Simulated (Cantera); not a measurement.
Mixture: CH4 : C2H6 : O2 : N2 = 1 : 0.17 : 2 : 7.39 (molar parts), at 18.0 bar, adiabatic and at constant pressure. Ignition delay is the time to a rise of 400 K.

Cantera simulation using GRI-Mech 3.0 (53 species, 325 reactions); the numbers are that mechanism's predictions, not measurements. The pressure lies above the range GRI-Mech 3.0 was tuned for (to about 10 atm).

Q: What does this change do: pressure from 18.0 bar to 1.00 bar?

A: 
| quantity | before | after |
|---|---|---|
| delay at 1000 K | 13.6 ms | 0.111 s |
| delay at 1150 K | 0.987 ms | 6.84 ms |
| delay at 1300 K | 0.153 ms | 1.14 ms |
| delay at 1450 K | 38.9 µs | 0.297 ms |
| apparent activation energy between 1375 and 1525 K | 140 kJ/mol | 140 kJ/mol |

Q: What does this change do: CH4 1 to 1.4 parts?

A: 
| quantity | before | after |
|---|---|---|
| delay at 1000 K | 13.6 ms | 11.7 ms |
| delay at 1150 K | 0.987 ms | 0.981 ms |
| delay at 1300 K | 0.153 ms | 0.189 ms |
| delay at 1450 K | 38.9 µs | 52.7 µs |
| apparent activation energy between 1375 and 1525 K | 140 kJ/mol | 140 kJ/mol |
